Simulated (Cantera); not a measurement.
What does this Cantera script print?

```python
import numpy as np
import cantera as ct

gas = ct.Solution("gri30.yaml")


def delay(T, t_max=10):
    gas.TPX = T, 100000, {'CH4': 1, 'O2': 2.27, 'N2': 8.55, 'H2O': 0.68}
    reactor = ct.IdealGasReactor(gas, clone=False)
    net = ct.ReactorNet([reactor])
    net.rtol, net.atol = 1e-8, 1e-16
    while net.time < t_max:
        t_old, T_old = net.time, reactor.T
        net.step()
        if reactor.T > T + 400:  # ignition: a rise of 400 K
            return t_old + (T + 400 - T_old) / (reactor.T - T_old) * (net.time - t_old)
    return np.nan


taus = []
for T in [1248, 1298, 1348, 1398, 1448, 1498]:
    taus.append(delay(T))
    print(f"T0 = {T:6g} K   tau = {taus[-1]:.4e} s")
```

It prints:

```
T0 =   1248 K   tau = 2.4120e-02 s
T0 =   1298 K   tau = 1.2485e-02 s
T0 =   1348 K   tau = 6.6601e-03 s
T0 =   1398 K   tau = 3.6617e-03 s
T0 =   1448 K   tau = 2.0787e-03 s
T0 =   1498 K   tau = 1.2217e-03 s
```

Model: GRI-Mech 3.0 (53 species, 325 reactions), integrated in Cantera.
